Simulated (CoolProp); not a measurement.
Computed with CoolProp (reference Helmholtz-energy equation of state, Thol 2016).

Q: Give the vapour pressure (MPa), liquid cp (kJ/(kg K)), vapour Z, surface tension (mN/m) of saturated hexamethyldisiloxane (MM) at 52.75 °C.

A: 
```json
[
 {"T (°C)": "52.75", "p (MPa)": "0.0197", "liquid cp (kJ/(kg K))": "1.97", "vapour Z": "0.980", "surface tension (mN/m)": "13.0"}
]
```

Surface tension comes from a separate correlation (Mulero 2014), older than this fluid's equation and unchecked against measurements.
